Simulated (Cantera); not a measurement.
Mixture: CH4 : CO : O2 : N2 = 1 : 0.28 : 1.53 : 5.75 (molar parts), equivalence ratio 1.4, at 2.80 bar, adiabatic and at constant pressure. Ignition delay is the time to a rise of 400 K.

Computed with Cantera and GRI-Mech 3.0 (53 species, 325 reactions).

Predict: delay at 1075 K; delay at 1175 K; delay at 1275 K; delay at 1375 K; delay at 1475 K; apparent activation energy between 1425 and 1525 K.


- delay at 1075 K = 0.202 s
- delay at 1175 K = 41.3 ms
- delay at 1275 K = 10.0 ms
- delay at 1375 K = 2.79 ms
- delay at 1475 K = 0.875 ms
- apparent activation energy between 1425 and 1525 K = 200 kJ/mol
